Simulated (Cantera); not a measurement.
What does this Cantera script print?

```python
import numpy as np
import cantera as ct

gas = ct.Solution("gri30.yaml")
gas.TPX = 1148, 101325, {'CO': 0.026, 'O2': 0.025, 'H2O': 0.0002, 'N2': 1}
reactor = ct.IdealGasConstPressureReactor(gas, energy="off", clone=False)
net = ct.ReactorNet([reactor])
net.rtol, net.atol = 1e-08, 1e-18
show = ['CO', 'O2', 'H2O', 'OH', 'NO', 'H2O2']
times = np.geomspace(1e-05, 2, 15)

steps = ct.SolutionArray(gas, extra=["t"])
rows = []
print(f"{'t/s':>10s}{'T/K':>9s}{'P/Pa':>11s}" + "".join(f"{s:>11s}" for s in show))
for t in times:
    while net.time < t:
        t_next = net.step()
        steps.append(gas.state, t=t_next)
    rows.append([np.interp(t, steps.t, y) for y in (steps.T, steps.P, *steps(*show).X.T)])
    print(f"{t:10.3e}{rows[-1][0]:9.1f}{rows[-1][1]:11.4g}" + "".join(f"{x:11.3e}" for x in rows[-1][2:]))
rate = np.gradient(steps.T, steps.t)
print("integrator steps:", len(steps.t))
if steps.T.max() > steps.T[0] + 200:
    print(f"time of steepest temperature rise: {steps.t[rate.argmax()]:.4e} s")
gas.TPX = 1148, 101325, {'CO': 0.026, 'O2': 0.025, 'H2O': 0.0002, 'N2': 1}
gas.equilibrate("TP")
print(f"equilibrium (TP): T = {gas.T:.1f} K  " + "  ".join(f"{s} {gas[s].X[0]:.3e}" for s in show))
```

Output:

```
       t/s      T/K       P/Pa         CO         O2        H2O         OH         NO       H2O2
 1.000e-05   1148.0  1.013e+05  2.473e-02  2.378e-02  1.903e-04  2.668e-14  3.849e-21  3.977e-22
 2.391e-05   1148.0  1.013e+05  2.473e-02  2.378e-02  1.903e-04  1.136e-13  2.569e-20  2.553e-21
 5.719e-05   1148.0  1.013e+05  2.473e-02  2.378e-02  1.903e-04  4.676e-13  1.643e-19  2.834e-20
 1.368e-04   1148.0  1.013e+05  2.473e-02  2.378e-02  1.903e-04  1.876e-12  9.875e-19  6.428e-19
 3.270e-04   1148.0  1.013e+05  2.473e-02  2.378e-02  1.903e-04  7.039e-12  5.688e-18  1.565e-17
 7.820e-04   1148.0  1.013e+05  2.473e-02  2.378e-02  1.903e-04  2.427e-11  3.162e-17  2.953e-16
 1.870e-03   1148.0  1.013e+05  2.473e-02  2.378e-02  1.903e-04  8.611e-11  1.709e-16  5.194e-15
 4.472e-03   1148.0  1.013e+05  2.473e-02  2.378e-02  1.903e-04  3.655e-10  9.856e-16  1.351e-13
 1.069e-02   1148.0  1.013e+05  2.473e-02  2.378e-02  1.902e-04  2.738e-09  1.206e-14  8.882e-12
 2.557e-02   1148.0  1.013e+05  2.466e-02  2.374e-02  1.893e-04  2.403e-07  1.847e-11  7.890e-09
 6.116e-02   1148.0  1.013e+05  1.387e-02  1.831e-02  1.757e-04  6.450e-06  2.236e-07  1.345e-08
 1.462e-01   1148.0  1.013e+05  3.479e-03  1.324e-02  1.859e-04  4.159e-06  7.193e-07  9.535e-09
 3.497e-01   1148.0  1.013e+05  6.486e-04  1.187e-02  1.907e-04  2.044e-06  9.945e-07  3.434e-09
 8.363e-01   1148.0  1.013e+05  1.061e-04  1.161e-02  1.920e-04  9.447e-07  1.099e-06  6.444e-10
 2.000e+00   1148.0  1.013e+05  1.442e-05  1.156e-02  1.924e-04  4.546e-07  1.125e-06  9.031e-11
integrator steps: 1208
equilibrium (TP): T = 1148.0 K  CO 1.131e-09  O2 1.154e-02  H2O 1.926e-04  OH 3.039e-08  NO 3.365e-05  H2O2 3.069e-13
```

Cantera simulation using GRI-Mech 3.0 (53 species, 325 reactions); the numbers are that mechanism's predictions, not measurements.
